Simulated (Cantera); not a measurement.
A perfectly stirred reactor is fed with CH₄ : H₂O = 1 : 1.4 (molar parts), at 3.90 bar; it is held at 1850 K, and followed from long to short residence time.

Detailed kinetics in Cantera: GRI-Mech 3.0 (53 species, 325 reactions).

Task: What does this change do: temperature 1850 to 2025 K?

Result: 
```
quantity                 before     after
---------------------  --------  --------
x(CH₄) at τ = 12.0 s    0.00343  0.000424
x(H₂O) at τ = 12.0 s     0.0896    0.0855
x(H₂) at τ = 12.0 s       0.682     0.686
x(O) at τ = 12.0 s     5.50e-10   9.06e-9
x(C₂H) at τ = 12.0 s    2.70e-9  7.03e-10
x(CH₄) at τ = 29.0 ms    0.0498    0.0177
x(H₂O) at τ = 29.0 ms     0.284     0.164
x(H₂) at τ = 29.0 ms      0.502     0.615
x(O) at τ = 29.0 ms     1.17e-9   1.45e-8
x(C₂H) at τ = 29.0 ms   2.60e-7   6.93e-7
```
